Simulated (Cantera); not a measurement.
Gas activation for diamond growth

An isothermal, constant-pressure homogeneous reactor starts with CH4 : H2 : CO2 = 0.012 : 1 : 0.0072 (molar parts), at 1823 K and 26.3 Torr.

Detailed kinetics in Cantera: GRI-Mech 3.0 (53 species, 325 reactions). GRI-Mech 3.0 stops at C3 and has no aromatics, soot or wall deposition, so with more carbon than oxygen in the feed, carbon stays in small species such as C2H2 where larger ones or solid carbon would form. Radical loss at walls, strong at low pressure, is not modelled.

```csv
t (s),x CH4,x H2,x CO2,x H2O,x OH
8.00e-6,0.0118,0.981,0.00706,3.04e-10,5.28e-11
2.26e-5,0.0118,0.981,0.00706,3.03e-9,1.81e-10
6.41e-5,0.0118,0.981,0.00706,2.85e-8,5.84e-10
0.000181,0.0118,0.981,0.00706,2.48e-7,1.74e-9
0.000514,0.0118,0.981,0.00706,2.06e-6,5.02e-9
0.00145,0.0117,0.981,0.00705,1.67e-5,1.44e-8
0.00412,0.0117,0.981,0.00693,0.000132,4.24e-8
0.0117,0.0115,0.979,0.00609,0.000974,1.52e-7
0.0330,0.0107,0.975,0.00257,0.00448,6.36e-7
0.0934,0.00820,0.974,8.38e-5,0.00691,1.03e-6
0.264,0.00473,0.976,1.28e-5,0.00688,1.06e-6
0.749,0.00211,0.977,1.27e-5,0.00666,1.06e-6
2.12,0.000946,0.978,1.25e-5,0.00614,9.95e-7
6.00,0.000617,0.979,1.16e-5,0.00499,8.13e-7
```
x: mole fraction; the columns are a selection and need not sum to one.

Equilibrium at this temperature and pressure: CH4 7.90e-5, H2 0.981, CO2 1.31e-10, H2O 3.62e-8, OH 5.93e-12 (gas phase only).
